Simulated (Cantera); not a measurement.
Input: 1 mol CsOH, 0.73 mol H2, held at 5.80 bar.

Cantera equilibrium calculation (NASA polynomials, part measured and part estimated; ideal gas, pure solids and liquids). Candidate condensed phases: Cs, CsOH, H2O; 15 gas species. Equilibrium is a limit: real reactors are often held back by kinetics, nucleation or transport.

x: gas mole fraction; n: condensed amount in mol.

```csv
T (°C),x H2,x CsOH,x H2O,x Cs,x Cs2(OH)2,n CsOH(l)
802,0.962,0.0234,0.00511,0.00510,0.00427,0.972
852,0.933,0.0434,0.00855,0.00852,0.00617,0.950
902,0.889,0.0757,0.0136,0.0135,0.00855,0.913
952,0.822,0.126,0.0205,0.0204,0.0114,0.852
1002,0.727,0.200,0.0296,0.0294,0.0148,0.745
1052,0.596,0.304,0.0405,0.0402,0.0186,0.547
1102,0.425,0.449,0.0519,0.0515,0.0228,0.115
1152,0.386,0.479,___,___,___,0
1202,0.378,0.479,0.0669,0.0664,0.00934,0
1252,0.372,0.474,0.0741,0.0736,0.00579,0
1302,0.366,0.468,___,___,___,0
1352,0.360,0.461,0.0886,0.0881,0.00237,0
1402,0.355,0.452,0.0959,0.0953,0.00156,0
```

Question: Some entries are withheld; supply them.

Answer: 
- 1152, x H2O: 0.0596
- 1152, x Cs: 0.0592
- 1152, x Cs2(OH)2: 0.0153
- 1302, x H2O: 0.0814
- 1302, x Cs: 0.0808
- 1302, x Cs2(OH)2: 0.00366
